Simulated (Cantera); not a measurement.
What does this Cantera script print?

```python
import numpy as np
import cantera as ct

gas_names = [...]  # 123 gases of nasa_gas.yaml made of C, H, O, Si
cond_names = """
    C(gr) C6H6(L) C7H8(L) C8H18(L),n-octa H2O(s) H2O(L) Si(cr) Si(L) SiC(b) SiO2(Lqz) SiO2(hqz) SiO2(L)
""".split()


# ... load() reads the species with a 1 bar reference pressure and builds the phases ...
atoms = {
    'SiC': {'Si': 1, 'C': 1},
    'CO2': {'C': 1, 'O': 2},
    'H2': {'H': 2},
    'O2': {'O': 2},
}
top_T = {'C(gr)': 4500, 'SiC(b)': 3050}  # K; cautious upper limits of use, not melting points


# ... equilibrate(T, P, feed) seeds the gas with the atoms and calls Mixture.equilibrate('TP', solver="vcs", rtol=1e-11, max_steps=5000) ...
results = []
feed = {'SiC': 1, 'CO2': 0.037, 'H2': 280, 'O2': 0.0034}  # mol
P = 120  # Pa
for T in [1398, 1448, 1498, 1548, 1598, 1648, 1698, 1748, 1798, 1848, 1898, 1948, 1998, 2048]:
    mix = equilibrate(T, P, feed)
    results.append((T, P, feed, dict(zip(mix.species_names, mix.species_moles))))

top = {s: max(r[3][s] / sum(r[3][g] for g in gas_names) for r in results) for s in gas_names}
cols = sorted((s for s in top if top[s] > 0.0001), key=lambda s: -top[s])[:9]
seen = [c for c in cond_names if any(r[3].get(c, 0) > 1e-12 for r in results)]
print("log10 of partial pressures in bar; condensed amounts in mol")
print(f"{'T/K':>10s}" + "".join(f"{s[:9]:>10s}" for s in cols + seen))
for T, P, feed, n in results:
    ng = sum(n[g] for g in gas_names)
    print(f"{T:10.4g}" + "".join(f"{np.log10(max(n[s] / ng * P / 1e5, 1e-99)):10.3f}" for s in cols)
          + "".join(f"{n.get(c, 0):10.4g}" for c in seen))
```

Output:

```
log10 of partial pressures in bar; condensed amounts in mol
       T/K        H2         H        Si C2H2,acet        CO      SiC2     C(gr)    SiC(b)
      1398    -2.921    -6.785   -10.192   -11.010    -6.598   -15.836         0     0.978
      1448    -2.921    -6.496    -9.575   -10.620    -6.598   -14.909         0     0.978
      1498    -2.921    -6.225    -9.000   -10.255    -6.597   -14.044         0    0.9779
      1548    -2.921    -5.972    -8.465    -9.908    -6.595   -13.232         0    0.9776
      1598    -2.922    -5.735    -7.973    -9.565    -6.589   -12.464         0    0.9766
      1648    -2.922    -5.511    -7.533    -9.201    -6.573   -11.722         0    0.9741
      1698    -2.923    -5.301    -7.166    -8.765    -6.542   -10.977         0    0.9689
      1748    -2.924    -5.103    -6.896    -8.202    -6.504   -10.199         0    0.9604
      1798    -2.925    -4.916    -6.695    -7.565    -6.481    -9.413         0    0.9459
      1848    -2.928    -4.739    -6.469    -7.035    -6.473    -8.705         0    0.9123
      1898    -2.931    -4.573    -6.207    -6.630    -6.472    -8.083         0    0.8399
      1948    -2.936    -4.415    -5.935    -6.296    -6.473    -7.518         0    0.6956
      1998    -2.942    -4.266    -5.636    -6.063    -6.476    -7.023    0.1036    0.3775
      2048    -2.951    -4.125    -5.435    -5.930    -6.479    -6.723    0.2739         0
```

These are equilibrium values from Cantera (NASA tables, ideal gas, pure condensed phases), not measurements of a reactor.
